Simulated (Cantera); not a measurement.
Source: NASA polynomial tables (part measured, part estimated), evaluated in Cantera. Values are per mole of reaction as written; species without (g) are pure solids or liquids, kept so even where they would boil at 1 bar.

Fe + Cl2(g) = FeCl2(g), with ΔH° = -141.0 kJ and ΔS° = 48.9 J/K at 300 K.

Task: How far is the shortcut ΔG° ≈ ΔH°(300 K) − T·ΔS°(300 K) from the full temperature-dependent value at 423, 433, 443, 453, 463, 473, 483, 493, 503, 513, 523 K?

Result: 
```tsv
T (K)	shortcut (kJ)	full (kJ)	difference (kJ)	difference in log10 K
423	-161.7	-161.6	-0.1	0.01
433	-162.2	-162.1	-0.1	0.01
443	-162.7	-162.6	-0.1	0.01
453	-163.1	-163.1	-0.1	0.01
463	-163.6	-163.5	-0.1	0.01
473	-164.1	-164.0	-0.1	0.01
483	-164.6	-164.5	-0.1	0.01
493	-165.1	-165.0	-0.1	0.02
503	-165.6	-165.4	-0.2	0.02
513	-166.1	-165.9	-0.2	0.02
523	-166.6	-166.4	-0.2	0.02
```
The shortcut ignores the heat-capacity change of the reaction.
